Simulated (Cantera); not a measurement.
What does this Cantera script print?

```python
import numpy as np
import cantera as ct

gas = ct.Solution("gri30.yaml")
gas.TPX = 1150, 800000, {'CH3OH': 0.0086, 'O2': 0.0051, 'N2': 1}
reactor = ct.IdealGasConstPressureReactor(gas, energy="off", clone=False)
net = ct.ReactorNet([reactor])
net.rtol, net.atol = 1e-08, 1e-18
show = ['CH3OH', 'O2', 'H2', 'C2H', 'C2H4', 'CH2']
times = np.geomspace(3e-06, 200, 15)

steps = ct.SolutionArray(gas, extra=["t"])
rows = []
print(f"{'t/s':>10s}{'T/K':>9s}{'P/Pa':>11s}" + "".join(f"{s:>11s}" for s in show))
for t in times:
    while net.time < t:
        t_next = net.step()
        steps.append(gas.state, t=t_next)
    rows.append([np.interp(t, steps.t, y) for y in (steps.T, steps.P, *steps(*show).X.T)])
    print(f"{t:10.3e}{rows[-1][0]:9.1f}{rows[-1][1]:11.4g}" + "".join(f"{x:11.3e}" for x in rows[-1][2:]))
rate = np.gradient(steps.T, steps.t)
print("integrator steps:", len(steps.t))
if steps.T.max() > steps.T[0] + 200:
    print(f"time of steepest temperature rise: {steps.t[rate.argmax()]:.4e} s")
gas.TPX = 1150, 800000, {'CH3OH': 0.0086, 'O2': 0.0051, 'N2': 1}
gas.equilibrate("TP")
print(f"equilibrium (TP): T = {gas.T:.1f} K  " + "  ".join(f"{s} {gas[s].X[0]:.3e}" for s in show))
```

Output:

```
       t/s      T/K       P/Pa      CH3OH         O2         H2        C2H       C2H4        CH2
 3.000e-06   1150.0      8e+05  8.484e-03  5.031e-03  8.751e-10  2.061e-28  7.619e-17  4.149e-11
 1.086e-05   1150.0      8e+05  8.484e-03  5.031e-03  3.911e-09  9.045e-28  1.009e-15  4.150e-11
 3.934e-05   1150.0      8e+05  8.484e-03  5.031e-03  1.529e-08  3.453e-27  1.310e-14  4.150e-11
 1.425e-04   1150.0      8e+05  8.484e-03  5.031e-03  5.986e-08  1.292e-26  1.433e-13  4.149e-11
 5.159e-04   1150.0      8e+05  8.483e-03  5.031e-03  2.453e-07  5.292e-26  8.589e-13  4.149e-11
 1.868e-03   1150.0      8e+05  8.481e-03  5.030e-03  1.293e-06  4.723e-25  3.229e-12  4.147e-11
 6.764e-03   1150.0      8e+05  8.444e-03  5.017e-03  2.027e-05  2.778e-23  9.524e-12  4.129e-11
 2.449e-02   1150.0      8e+05  2.280e-10  1.629e-05  7.568e-03  1.982e-18  5.343e-11  2.558e-12
 8.870e-02   1150.0      8e+05  3.409e-11  8.059e-07  7.627e-03  6.652e-19  2.841e-10  2.447e-14
 3.212e-01   1150.0      8e+05  8.592e-12  1.416e-07  7.668e-03  2.218e-19  3.176e-10  1.486e-15
 1.163e+00   1150.0      8e+05  2.322e-12  2.784e-08  7.705e-03  6.250e-20  3.192e-10  9.926e-17
 4.212e+00   1150.0      8e+05  7.527e-13  5.770e-09  7.739e-03  1.753e-20  3.146e-10  7.982e-18
 1.525e+01   1150.0      8e+05  3.903e-13  9.488e-10  7.777e-03  6.854e-21  3.038e-10  1.468e-18
 5.523e+01   1150.0      8e+05  3.522e-13  1.446e-11  7.861e-03  5.327e-21  2.771e-10  1.107e-18
 2.000e+02   1150.0      8e+05  3.428e-13  9.764e-18  8.129e-03  3.679e-21  2.007e-10  1.071e-18
integrator steps: 2840
equilibrium (TP): T = 1150.0 K  CH3OH 1.799e-13  O2 1.120e-18  H2 9.906e-03  C2H 8.935e-26  C2H4 6.634e-15  CH2 3.069e-20
```

Detailed kinetics in Cantera: GRI-Mech 3.0 (53 species, 325 reactions). GRI-Mech 3.0 was tuned for natural gas; its chemistry of methanol as a main component is partial and can be far from experiment.
